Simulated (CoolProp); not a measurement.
Octamethylcyclotetrasiloxane (D4) along the isotherm 620 K: Z from the reference equation and from simpler models built on Tc = 586.5 K, pc = 1.347 MPa, ω = 0.598; each cubic takes its own stable root.

Values from CoolProp's reference Helmholtz-energy equation of state, Thol 2015.

```tsv
p (MPa)	phase	reference	van der Waals	Redlich-Kwong	Soave-Redlich-Kwong	Peng-Robinson
0.0213	gas	0.9955	0.9959	0.9954	0.9957	0.9951
0.0379	gas	0.9920	0.9927	0.9918	0.9923	0.9913
0.0674	gas	0.9857	0.9869	0.9854	0.9863	0.9845
0.12	gas	0.9743	___	0.9738	0.9755	0.9723
0.213	gas	0.9539	0.9576	0.9529	0.9560	___
0.379	gas	0.9160	0.9223	___	0.9202	___
0.674	gas	___	0.8531	0.8401	___	0.8355
1.2	gas	0.6949	0.6946	0.6803	0.7132	0.6861
2.13	supercritical	0.3714	0.3902	0.3609	0.4325	0.4030
3.79	supercritical	0.4334	0.5617	0.4696	0.4971	0.4520
6.74	supercritical	0.6733	0.8844	0.7088	___	0.6592
```

### Question
Some entries are withheld; supply them.

### Answer

- 0.12, van der Waals: 0.9765
- 0.213, Peng-Robinson: 0.9504
- 0.379, Redlich-Kwong: 0.9142
- 0.379, Peng-Robinson: 0.9103
- 0.674, reference: 0.8438
- 0.674, Soave-Redlich-Kwong: 0.8524
- 6.74, Soave-Redlich-Kwong: 0.7297
